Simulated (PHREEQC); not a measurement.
Consider water at 25 °C with 0.0185 mol K2SO4 per kg of water. Closed to the air; pH follows from the charge balance.

Model: Pitzer model, pitzer.dat, run in PHREEQC.

This is a speciation only: nothing precipitates in the calculation.

**Question.** Predict the specific conductance, osmotic coefficient.

**Answer.** specific conductance 4580 µS/cm; osmotic coefficient 0.869.
